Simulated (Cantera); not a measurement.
# Low-pressure radical oxidation in H2/O2

A perfectly stirred reactor is fed with H₂ : O₂ = 0.09 : 1 (molar parts), equivalence ratio 0.045, at 0.0263 atm; it is held at 1273 K, and followed from long to short residence time.

Detailed kinetics in Cantera: GRI-Mech 3.0 (53 species, 325 reactions). Radical loss at walls, strong at low pressure, is not modelled. The temperature is held fixed by assumption; the heat of reaction is taken as removed at once.

| τ (s) | x H₂ | x O₂ | x H₂O | x HO₂ | x OH |
|---|---|---|---|---|---|
| 1.3 | 0.000127 | 0.912 | 0.0853 | 2.02e-6 | 0.00119 |
| 0.73 | 0.000182 | 0.911 | 0.0850 | 2.56e-6 | 0.00144 |
| 0.41 | 0.000259 | 0.910 | 0.0847 | 3.18e-6 | 0.00174 |
| 0.23 | 0.000369 | 0.909 | 0.0842 | 3.87e-6 | 0.00210 |
| 0.13 | 0.000519 | 0.907 | 0.0836 | 4.60e-6 | 0.00252 |
| 0.074 | 0.000723 | 0.904 | 0.0827 | 5.34e-6 | 0.00300 |
| 0.042 | 0.00100 | 0.900 | 0.0816 | 6.06e-6 | 0.00355 |
| 0.024 | 0.00138 | 0.895 | 0.0800 | 6.73e-6 | 0.00416 |
| 0.013 | 0.00193 | 0.889 | 0.0777 | 7.34e-6 | 0.00488 |
| 0.0075 | 0.00259 | 0.883 | 0.0753 | 7.77e-6 | 0.00555 |
x: mole fraction; the columns are a selection and need not sum to one.
